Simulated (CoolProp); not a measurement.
Normal hydrogen at 298.15 K and 2.16 MPa is throttled through a valve to 0.853 MPa with no heat exchange. Each further row changes one setting.

Model: reference Helmholtz-energy equation of state, Leachman 2009, in CoolProp.

```tsv
case	temperature change (K)	final density (kg/m³)
as stated	+0.4	0.689
outlet pressure 0.256 MPa	+0.6	0.207
outlet pressure 1.11 MPa	+0.3	0.896
```
